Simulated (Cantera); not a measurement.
Source: NASA polynomial tables (part measured, part estimated), evaluated in Cantera. Values are per mole of reaction as written; species without (g) are pure solids or liquids, kept so even where they would boil at 1 bar.

Task: Between 300 and 1548 K, where is each reaction favourable under standard conditions?
- Ca + SF4(g) = CaS + 2 F2(g)
- 2 F2(g) + CaS = Ca(g) + SF4(g)

Result: 
- Ca + SF4(g) = CaS + 2 F2(g): ΔG° is 254 kJ at 300 K and 113 kJ at 1548 K; it stays positive (K < 1). ΔH° is 271 kJ and ΔS° 102 J/K at 1548 K.
- 2 F2(g) + CaS = Ca(g) + SF4(g): ΔG° is -110 kJ at 300 K and -93 kJ at 1548 K; it stays negative (K > 1). ΔH° is -118 kJ and ΔS° -16 J/K at 1548 K.
